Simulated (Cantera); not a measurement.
Input: 1 mol SiH₄, 14 mol O₂, 1.8 mol H₂, at 375 °C and 0.0240 bar.

These are equilibrium values from Cantera (NASA tables, ideal gas, pure condensed phases), not measurements of a reactor. Candidate condensed phases: H₂O, Si, SiO₂; 18 gas species. Rates play no part.

Base state: O₂ 0.745, H₂O 0.255 (mole fractions); condensed: SiO₂(α-quartz).

Task: What changes in the equilibrium state with this change: O₂ from 14 to 0.43 mol?

Result: 
| species | before | after |
|---|---|---|
| H₂ | <1e-9 | 1.00 |
| O₂ | 0.745 | <1e-9 |
| H₂O | 0.255 | <1e-9 |
| SiO₂(α-quartz), mol | 1.00 | 0.430 |
| Si(s), mol | 0 | 0.570 |
